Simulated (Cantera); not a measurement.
Feed: 1 mol SiH2Cl2, 15 mol N2O, at 100000 Pa.

Method: chemical equilibrium by Gibbs-energy minimisation in Cantera with the NASA 1993 tables (ideal gas, pure condensed phases). Candidate condensed phases: H2O, NH4Cl, Si, SiO2, Si2N2O, Si3N4; 47 gas species. The tables hold silica as quartz up to 1696 K and as liquid above; real silica turns to tridymite and cristobalite and melts near 1996 K. Gases not in the tables: Si(OH)4. Equilibrium is a limit: real reactors are often held back by kinetics, nucleation or transport.

Question: Which condensed phases are stable at each of these points (T (°C)): 1175, 1200, 1225, 1250, 1275, 1300, 1325, 1350, 1375, 1400, 1425, 1450?

Answer: 
```tsv
T (°C)	condensed phases	Si condensed (%)
1175	SiO2(β-quartz)	100.0
1200	SiO2(β-quartz)	100.0
1225	SiO2(β-quartz)	100.0
1250	SiO2(β-quartz)	100.0
1275	SiO2(β-quartz)	100.0
1300	SiO2(β-quartz)	100.0
1325	SiO2(β-quartz)	100.0
1350	SiO2(β-quartz)	100.0
1375	SiO2(β-quartz)	100.0
1400	SiO2(β-quartz)	100.0
1425	SiO2(condensed)	100.0
1450	SiO2(condensed)	100.0
```

From 1175 °C to 1400 °C the condensed part is SiO2(β-quartz). From 1425 °C to 1450 °C the condensed part is SiO2(condensed).
